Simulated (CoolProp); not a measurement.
Vapour-liquid equilibrium of p-xylene (1) + n-decane (2) at 0.0255 MPa; x and y are mole fractions of (1).

Values from CoolProp's multi-fluid Helmholtz-energy mixture model, Zhou 2012 and Lemmon 2006; pair parameters Bell 2016.

Problem. Give the bubble temperature and the first vapour's composition at x = 0.2, 0.275, 0.875. Is there an azeotrope?

Solution. x = 0.2: 389.2 K, y = 0.443; x = 0.275: 386.0 K, y = 0.548; x = 0.875: 369.0 K, y = 0.955. No azeotrope shows between x = 0.05 and 0.95.

Pair parameters are fitted to limited data, so mixtures are less certain than the pure fluids.
